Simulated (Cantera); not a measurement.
Charge: 1 mol C₂F₆, 4.6 mol H₂, at 1.00 bar.

Method: chemical equilibrium by Gibbs-energy minimisation in Cantera with the NASA 1993 tables (ideal gas, pure condensed phases). Candidate condensed phases: C, C₆H₆, C₇H₈, C₈H₁₈; 95 gas species. The feed counts by its element totals alone. Equilibrium is a limit: real reactors are often held back by kinetics, nucleation or transport. All values below are at 2025 K.

Base state: HF 0.789, H₂ 0.210, H 0.000881, C₂H₂ (acetylene) 0.000190, CH₄ 1.75e-5 (mole fractions); condensed: C(graphite).

Problem. What changes in the equilibrium state with this change: 0.13 mol Cl₂ added?

Solution. 
```tsv
species	before	after
HF	0.789	0.776
H₂	0.210	0.190
HCl	0	0.0335
Cl	0	0.000110
CH₄	1.75e-5	1.43e-5
C₂H₂ (acetylene)	0.000190	0.000172
H	0.000881	0.000838
C(graphite), mol	2.00	2.00
```

Problem. What changes in the equilibrium state with this change: H₂ from 4.6 to 1.2 mol?

Solution. 
```csv
species,before,after
HF,0.789,0.724
CF₄,<1e-9,0.267
CF₂,1.52e-8,0.00706
H₂,0.210,3.80e-7
CF₃,<1e-9,0.00127
C₂H₂ (acetylene),0.000190,<1e-9
"C(graphite), mol",2.00,1.09
```
Gases not in the tables: C₂F₆ and larger saturated fluorocarbons.

Problem. What changes in the equilibrium state with this change: pressure from 1.00 bar to 1.33 mbar?

Solution. 
```tsv
species	before	after
HF	0.789	0.780
H₂	0.210	0.196
H	0.000881	0.0233
CH₄	1.75e-5	2.04e-8
F	1.51e-6	4.22e-5
C₂H₂ (acetylene)	0.000190	0.000178
C(graphite), mol	2.00	2.00
```
